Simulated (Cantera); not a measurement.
**Reactions in the system N-O-V**

Standard-state values (1 bar) from the NASA 1993 polynomials, evaluated with Cantera. Values are per mole of reaction as written; species without (g) are pure solids or liquids, kept so even where they would boil at 1 bar. VN: taken at fixed stoichiometry.

5 V2O5 + 2 VN ⇌ 12 VO2(g) + N2O(g)

```
T (K)  ΔH° (kJ)  ΔS° (J/K)  ΔG° (kJ)  log10 K
-----  --------  ---------  --------  -------
1600     4770.3     1873.4    1772.8   -57.88
1650     4753.9     1863.3    1679.4   -53.16
1700     4737.5     1853.5    1586.5   -48.75
1750     4721.0     1844.0    1494.0   -44.59
1800     4704.6     1834.8    1402.1   -40.69
1850     4688.2     1825.7    1310.6   -37.00
```
